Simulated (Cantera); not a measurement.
An isothermal, constant-pressure homogeneous reactor starts with 1.38 % H2, 98.6 % O2, at 998 K and 150 Pa.

Detailed kinetics in Cantera: the H2/O2 subset of GRI-Mech 3.0, which has no nitrogen chemistry. Radical loss at walls, strong at low pressure, is not modelled.

x: mole fraction; the columns are a selection and need not sum to one.

```csv
t (s),x H2,x O2,x HO2,x OH,x H2O,x H,x H2O2
7.00e-6,0.0138,0.986,<1e-12,<1e-12,<1e-12,<1e-12,<1e-12
2.39e-5,0.0138,0.986,<1e-12,<1e-12,<1e-12,<1e-12,<1e-12
8.13e-5,0.0138,0.986,1.14e-12,<1e-12,<1e-12,1.11e-12,<1e-12
0.000277,0.0138,0.986,3.90e-12,<1e-12,<1e-12,3.49e-12,<1e-12
0.000945,0.0138,0.986,1.33e-11,3.91e-12,<1e-12,9.52e-12,<1e-12
0.00322,0.0138,0.986,4.54e-11,2.70e-11,1.11e-11,2.25e-11,<1e-12
0.0110,0.0138,0.986,1.55e-10,1.85e-10,2.45e-10,8.90e-11,<1e-12
0.0374,0.0138,0.986,5.61e-10,…,2.00e-8,3.75e-9,<1e-12
0.128,0.0103,0.983,4.27e-7,…,0.00276,0.000692,9.87e-9
0.435,8.10e-5,0.975,3.30e-7,…,0.0128,0.00129,2.62e-9
1.48,6.02e-5,0.978,2.99e-7,…,0.0132,0.000831,2.66e-9
5.05,2.76e-5,0.982,2.22e-7,…,0.0136,0.000252,2.76e-9
17.2,5.68e-6,0.985,1.07e-7,…,0.0138,2.35e-5,2.57e-9
58.7,6.74e-7,0.986,3.15e-8,…,0.0139,9.76e-7,1.74e-9
200,7.51e-8,0.986,6.48e-9,…,0.0139,3.70e-8,7.49e-10
```

### Question
Fill in the missing entries.

### Answer

- 0.0374, x OH: 8.80e-9
- 0.128, x OH: 0.000834
- 0.435, x OH: 0.000492
- 1.48, x OH: 0.000425
- 5.05, x OH: 0.000288
- 17.2, x OH: 0.000131
- 58.7, x OH: 4.55e-5
- 200, x OH: 1.53e-5
